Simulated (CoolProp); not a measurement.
A single-stage vapour-compression cycle with R245ca: evaporating at 278.15 K (dew point), condensing at 312.15 K (bubble point), superheat 2 K, subcooling 0 K, compressor efficiency 0.7, no pressure losses. Each further row changes one setting.

The numbers come from the reference Helmholtz-energy equation of state, Zhou 2016 in CoolProp.

```csv
case,cooling COP,pressure ratio,discharge temperature (K),refrigerating effect (kJ/kg),volumetric capacity (kJ/m³)
as stated,4.99,3.88,320.9,170,432
evaporating temperature 283.15 K,6.08,3.10,319.4,174,546
condensing temperature 307.15 K,5.99,3.25,315.5,177,450
subcooling 5 K,5.19,3.88,320.9,177,450
superheat 12 K,5.05,3.88,331.1,179,437
compressor efficiency 0.6,4.28,3.88,326.7,170,432
```
